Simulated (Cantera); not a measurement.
Feed: 1 mol V, a varied amount of O2, 29 mol N2, equilibrated at 12.0 mbar.

These are equilibrium values from Cantera (NASA tables, ideal gas, pure condensed phases), not measurements of a reactor. Candidate condensed phases: V, VN, VO, V2O3, V2O4, V2O5; 13 gas species. Each liquid is taken as pure. Mutual solubility and eutectic melting of coexisting phases are not modelled. VN, VO: taken at fixed stoichiometry. Condensed phases not in the tables: the oxides between V2O3 and V2O5 other than VO2, solid solutions among these carbides, nitrides and lower oxides, V2N, N, O or C dissolved in the metal. Kinetics and transport are ignored.

Stable condensed phases, one row left out:

```
T in K \ n(O2) in mol
         0.078  0.14  0.24  0.42  0.73   1.3   2.2   3.9   6.8
   2623      A     A     A     A     A     A     A     A     A
   2523      A     A     A     A     A     A     A     A     A
   2323      B     B     C     D     D     A     A     A     A
   2223      C     C     C     C     D     A     A     A     A
   2123      E     E     E     E     F     A     A     A     A
   2023      E     E     E     E     F     A     A     A     A
   1923      E     E     E     E     F     G     G     G     G
   1823      E     E     E     E     F     G     G     G     G
   1723      E     E     E     E     F     G     G     G     G
   1623      E     E     E     E     F     G     G     G     G
   1523      E     E     E     E     F     G     G     G     G
```

A: gas only; B: V; C: V + VO; D: VO; E: VN + VO; F: VO + V2O3; G: V2O4.

Q: Give the row for 2423 K.

A: 0.078: gas only; 0.14: gas only; 0.24: gas only; 0.42: gas only; 0.73: gas only; 1.3: gas only; 2.2: gas only; 3.9: gas only; 6.8: gas only.
